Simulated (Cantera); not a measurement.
Cantera run, input and output.

```python
import numpy as np
import cantera as ct

gas = ct.Solution("gri30.yaml")
gas.TPX = 1500, 100000, {'H2': 1, 'O2': 0.568, 'N2': 2.67}
reactor = ct.IdealGasReactor(gas, energy="on", clone=False)
net = ct.ReactorNet([reactor])
net.rtol, net.atol = 1e-08, 1e-16
show = ['H2', 'O2', 'N2O', 'OH', 'NO', 'HO2', 'H2O']
times = np.geomspace(1e-06, 5, 14)

steps = ct.SolutionArray(gas, extra=["t"])
rows = []
print(f"{'t/s':>10s}{'T/K':>9s}{'P/Pa':>11s}" + "".join(f"{s:>11s}" for s in show))
for t in times:
    while net.time < t:
        t_next = net.step()
        steps.append(gas.state, t=t_next)
    rows.append([np.interp(t, steps.t, y) for y in (steps.T, steps.P, *steps(*show).X.T)])
    print(f"{t:10.3e}{rows[-1][0]:9.1f}{rows[-1][1]:11.4g}" + "".join(f"{x:11.3e}" for x in rows[-1][2:]))
rate = np.gradient(steps.T, steps.t)
print("integrator steps:", len(steps.t))
if steps.T.max() > steps.T[0] + 200:
    print(f"time of steepest temperature rise: {steps.t[rate.argmax()]:.4e} s")
gas.TPX = 1500, 100000, {'H2': 1, 'O2': 0.568, 'N2': 2.67}
gas.equilibrate("UV")
print(f"equilibrium (UV): T = {gas.T:.1f} K  " + "  ".join(f"{s} {gas[s].X[0]:.3e}" for s in show))
```

It prints:

```
       t/s      T/K       P/Pa         H2         O2        N2O         OH         NO        HO2        H2O
 1.000e-06   1500.0      1e+05  2.360e-01  1.340e-01  6.911e-14  3.016e-08  9.479e-17  2.035e-07  9.145e-08
 3.276e-06   1500.0      1e+05  2.360e-01  1.340e-01  9.413e-13  4.430e-07  4.428e-15  7.307e-07  3.189e-06
 1.073e-05   1504.4  1.003e+05  2.298e-01  1.314e-01  6.780e-10  4.928e-04  6.761e-10  3.286e-05  4.232e-03
 3.515e-05   2361.7  1.498e+05  4.384e-02  3.231e-02  1.347e-07  2.957e-02  8.436e-05  1.047e-05  1.673e-01
 1.151e-04   2874.4   1.76e+05  3.156e-02  2.421e-02  6.477e-07  3.032e-02  1.335e-03  1.081e-05  2.022e-01
 3.772e-04   2886.7  1.765e+05  3.131e-02  2.222e-02  7.289e-07  2.915e-02  6.103e-03  1.044e-05  2.040e-01
 1.235e-03   2879.8   1.76e+05  3.187e-02  2.042e-02  8.102e-07  2.809e-02  1.128e-02  9.661e-06  2.042e-01
 4.047e-03   2879.0  1.759e+05  3.194e-02  2.022e-02  8.225e-07  2.797e-02  1.186e-02  9.575e-06  2.042e-01
 1.326e-02   2879.0  1.759e+05  3.194e-02  2.022e-02  8.225e-07  2.797e-02  1.186e-02  9.575e-06  2.042e-01
 4.343e-02   2879.0  1.759e+05  3.194e-02  2.022e-02  8.225e-07  2.797e-02  1.186e-02  9.575e-06  2.042e-01
 1.423e-01   2879.0  1.759e+05  3.194e-02  2.022e-02  8.225e-07  2.797e-02  1.186e-02  9.575e-06  2.042e-01
 4.660e-01   2879.0  1.759e+05  3.194e-02  2.022e-02  8.225e-07  2.797e-02  1.186e-02  9.575e-06  2.042e-01
 1.526e+00   2879.0  1.759e+05  3.194e-02  2.022e-02  8.225e-07  2.797e-02  1.186e-02  9.575e-06  2.042e-01
 5.000e+00   2879.0  1.759e+05  3.194e-02  2.022e-02  8.225e-07  2.797e-02  1.186e-02  9.575e-06  2.042e-01
integrator steps: 1193
time of steepest temperature rise: 1.4999e-05 s
equilibrium (UV): T = 2879.0 K  H2 3.194e-02  O2 2.022e-02  N2O 8.225e-07  OH 2.797e-02  NO 1.186e-02  HO2 9.575e-06  H2O 2.042e-01
```

Cantera simulation using GRI-Mech 3.0 (53 species, 325 reactions); the numbers are that mechanism's predictions, not measurements.
